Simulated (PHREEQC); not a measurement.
Make-up at 25 °C: 61 mmol/kgw CsOH. Closed to the air; pH follows from the charge balance.

Equilibrium calculation in PHREEQC: ion-association model, wateq4f.dat.

No solid was allowed to form.

Problem. Predict the pH.

Solution. pH 12.69.
